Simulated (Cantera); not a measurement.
Input (Python, Cantera) and output of one run.

```python
import numpy as np
import cantera as ct

gas_names = """
    H HNO HNO2 HNO3 HO2 H2 H2O H2O2 N NH NH2 NH3 NH2OH NO NO2 NO3 N2 N2H2 N2H4 N2O O OH O2 O3 Si SiH
    SiH2 SiH3 SiH4 SiN SiO SiO2 Si2 Si2N Si3
""".split()
cond_names = """
    H2O(s) H2O(L) Si(cr) Si(L) SiO2(Lqz) SiO2(hqz) SiO2(L) Si2N2O(s) Si3N4(a)
""".split()


# ... load() reads the species with a 1 bar reference pressure and builds the phases ...
atoms = {
    'Si2H6': {'Si': 2, 'H': 6},
    'O3': {'O': 3},
    'N2': {'N': 2},
}
top_T = {'Si2N2O(s)': 2100, 'Si3N4(a)': 2400}  # K; cautious upper limits of use, not melting points


# ... equilibrate(T, P, feed) seeds the gas with the atoms and calls Mixture.equilibrate('TP', solver="vcs", rtol=1e-11, max_steps=5000) ...
results = []
feed = {'Si2H6': 1, 'O3': 0.19, 'N2': 49}  # mol
P = 190  # Pa
for T in [1475, 1525, 1575, 1625, 1675, 1725, 1775, 1825]:
    mix = equilibrate(T, P, feed)
    results.append((T, P, feed, dict(zip(mix.species_names, mix.species_moles))))
    x = sorted(zip(gas.X, gas.species_names), reverse=True)
    print(f"T = {T:g} K  P = {P:g} Pa  gas = {mix.phase_moles(0):.4g} mol")
    print("   x: " + "  ".join(f"{s} {v:.3e}" for v, s in x if v > 0.0001))
    print("   condensed (mol): " + ("  ".join(f"{mix.phase(i).name} {mix.phase_moles(i):.4g}"
          for i in range(1, mix.n_phases) if mix.phase_moles(i) > 1e-12) or "none"))
```

It prints:

```
T = 1475 K  P = 190 Pa  gas = 50.86 mol
   x: N2 9.409e-01  H2 5.895e-02
   condensed (mol): Si2N2O(s) 0.5668  Si3N4(a) 0.2877
T = 1525 K  P = 190 Pa  gas = 50.88 mol
   x: N2 9.407e-01  H2 5.890e-02  SiO 2.901e-04  H 1.317e-04
   condensed (mol): Si2N2O(s) 0.5552  Si3N4(a) 0.2916
T = 1575 K  P = 190 Pa  gas = 50.95 mol
   x: N2 9.398e-01  H2 5.877e-02  SiO 1.229e-03  H 2.311e-04
   condensed (mol): Si2N2O(s) 0.5074  Si3N4(a) 0.3074
T = 1625 K  P = 190 Pa  gas = 51.19 mol
   x: N2 9.364e-01  H2 5.840e-02  SiO 4.756e-03  H 3.912e-04
   condensed (mol): Si2N2O(s) 0.3265  Si3N4(a) 0.3672
T = 1675 K  P = 190 Pa  gas = 51.65 mol
   x: N2 9.304e-01  H2 5.776e-02  SiO 1.104e-02  H 6.402e-04  Si 1.590e-04
   condensed (mol): Si3N4(a) 0.4736
T = 1725 K  P = 190 Pa  gas = 52.63 mol
   x: N2 9.311e-01  H2 5.649e-02  SiO 1.083e-02  H 1.013e-03  Si 5.343e-04
   condensed (mol): Si(L) 1.398
T = 1775 K  P = 190 Pa  gas = 52.67 mol
   x: N2 9.302e-01  H2 5.616e-02  SiO 1.082e-02  H 1.574e-03  Si 1.155e-03
   condensed (mol): Si(L) 1.362
T = 1825 K  P = 190 Pa  gas = 52.76 mol
   x: N2 9.286e-01  H2 5.565e-02  SiO 1.080e-02  Si 2.393e-03  H 2.383e-03
   condensed (mol): Si(L) 1.291
```

Method: chemical equilibrium by Gibbs-energy minimisation in Cantera with the NASA 1993 tables (ideal gas, pure condensed phases). The feed counts by its element totals alone. N2 is the only nitrogen source here; it is nearly inert below about 1500 K, so the nitride shown seldom forms there in practice. Mutual solubility and eutectic melting of coexisting phases are not modelled. The tables' values for SiN are old estimates; treat these amounts as uncertain.
